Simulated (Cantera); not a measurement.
Source: NASA polynomial tables (part measured, part estimated), evaluated in Cantera. Values are per mole of reaction as written; species without (g) are pure solids or liquids, kept so even where they would boil at 1 bar.

6 O(g) + Cr2N ⇌ 2 CrO3(g) + N(g)

```json
[
 {"T (K)": "1373", "ΔH° (kJ)": "-1527.9", "ΔS° (J/K)": "-413.8", "ΔG° (kJ)": "-959.8", "log10 K": "36.51"},
 {"T (K)": "1473", "ΔH° (kJ)": "?", "ΔS° (J/K)": "?", "ΔG° (kJ)": "?", "log10 K": "?"},
 {"T (K)": "1573", "ΔH° (kJ)": "?", "ΔS° (J/K)": "?", "ΔG° (kJ)": "?", "log10 K": "?"},
 {"T (K)": "1673", "ΔH° (kJ)": "-1542.0", "ΔS° (J/K)": "-423.0", "ΔG° (kJ)": "-834.3", "log10 K": "26.05"},
 {"T (K)": "1773", "ΔH° (kJ)": "?", "ΔS° (J/K)": "?", "ΔG° (kJ)": "?", "log10 K": "?"},
 {"T (K)": "1873", "ΔH° (kJ)": "?", "ΔS° (J/K)": "?", "ΔG° (kJ)": "?", "log10 K": "?"}
]
```

**Question.** Some entries are withheld; supply them.

**Answer.** 
- 1473, ΔH° (kJ): -1532.4
- 1473, ΔS° (J/K): -416.9
- 1473, ΔG° (kJ): -918.3
- 1473, log10 K: 32.56
- 1573, ΔH° (kJ): -1537.1
- 1573, ΔS° (J/K): -420.0
- 1573, ΔG° (kJ): -876.4
- 1573, log10 K: 29.10
- 1773, ΔH° (kJ): -1547.1
- 1773, ΔS° (J/K): -426.0
- 1773, ΔG° (kJ): -791.8
- 1773, log10 K: 23.33
- 1873, ΔH° (kJ): -1552.5
- 1873, ΔS° (J/K): -428.9
- 1873, ΔG° (kJ): -749.1
- 1873, log10 K: 20.89
